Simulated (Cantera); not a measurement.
An adiabatic, constant-pressure homogeneous reactor starts with CH₄ : O₂ : N₂ = 1 : 1.33 : 5.01 (molar parts), equivalence ratio 1.5, at 1125 K and 930000 Pa. Integrator tolerance rtol = 1e-08.

Detailed kinetics in Cantera: GRI-Mech 3.0 (53 species, 325 reactions).

| quantity | before | after |
|---|---|---|
| time of steepest temperature rise | 16.7 ms | 0.663 ms |
| temperature at 2.00 s | 2533 K | 2741 K |
| equilibrium temperature | 2533 K | 2741 K |
| x(CH₄) at 2.00 s | 5.47e-11 (gas-phase equilibrium 6.17e-11) | 2.47e-11 (gas-phase equilibrium 2.80e-11) |
| x(O₂) at 2.00 s | 2.75e-5 (gas-phase equilibrium 2.75e-5) | 0.000171 (gas-phase equilibrium 0.000171) |
| x(CH₂O) at 2.00 s | 2.56e-8 (gas-phase equilibrium 2.56e-8) | 2.56e-8 (gas-phase equilibrium 2.56e-8) |
| x(NO) at 2.00 s | 0.000249 (gas-phase equilibrium 0.000249) | 0.000860 (gas-phase equilibrium 0.000860) |
| x(CH₂CO) at 2.00 s | <1e-12 (gas-phase equilibrium <1e-12) | <1e-12 (gas-phase equilibrium <1e-12) |
| x(C₂H) at 2.00 s | <1e-12 (gas-phase equilibrium <1e-12) | <1e-12 (gas-phase equilibrium <1e-12) |
| x(H) at 2.00 s | 0.00262 (gas-phase equilibrium 0.00262) | 0.00593 (gas-phase equilibrium 0.00593) |

**Question.** Which change was made?
(A) O2 1.33 to 0.94 parts
(B) initial temperature 1125 to 1400 K
(C) initial temperature 1125 to 1098 K
(D) N2 5.01 to 10 parts

**Answer.** B, initial temperature 1125 to 1400 K
